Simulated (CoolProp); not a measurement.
Vapour-liquid equilibrium of acetone (1) + ethanol (2) at 325.2 K; x and y are mole fractions of (1).

Values from CoolProp's multi-fluid Helmholtz-energy mixture model, Lemmon 2006 and Schroeder 2014; pair parameters Bell 2016.

### Question
Give the bubble pressure and the first vapour's composition at x = 0.2, 0.35, 0.95. Is there an azeotrope?

### Answer
x = 0.2: 0.05340 MPa, y = 0.496; x = 0.35: 0.06338 MPa, y = 0.634; x = 0.95: 0.08671 MPa, y = 0.966. No azeotrope shows between x = 0.05 and 0.95.

The pair parameters rest on a limited set of measurements; away from them the model extrapolates.
